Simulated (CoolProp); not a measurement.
A single-stage vapour-compression cycle with n-butane: evaporating at 305.15 K (dew point), condensing at 346.15 K (bubble point), superheat 5 K, subcooling 5 K, compressor efficiency 0.65, no pressure losses. Each further row changes one setting.

Model: reference Helmholtz-energy equation of state, Bücker 2006, in CoolProp.

```csv
case,cooling COP,pressure ratio,discharge temperature (K),refrigerating effect (kJ/kg),volumetric capacity (kJ/m³)
as stated,4.07,2.88,354.6,270,1990
evaporating temperature 310.15 K,4.83,2.49,353.9,277,2350
condensing temperature 341.15 K,4.78,2.57,349.6,283,2090
subcooling 10 K,4.27,2.88,354.6,283,2090
superheat 15 K,4.16,2.88,364.5,288,2040
compressor efficiency 0.55,3.44,2.88,360.1,270,1990
```
